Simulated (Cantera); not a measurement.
## Ignition delay

Mixture: CH4 : C2H6 : O2 : N2 = 1 : 0.1 : 1.68 : 6.31 (molar parts), at 750 Torr, adiabatic and at constant pressure. Ignition delay is the time to a rise of 400 K.

Model: GRI-Mech 3.0 (53 species, 325 reactions), integrated in Cantera.

```csv
T0 (K),delay (ms)
1173,8.91
1223,5.05
1273,2.95
1323,1.74
1373,1.05
1423,0.637
1473,0.395
```

```
Quantity                                                 Value
--------------------------------------------------  ----------
apparent activation energy between 1373 and 1473 K  160 kJ/mol
```
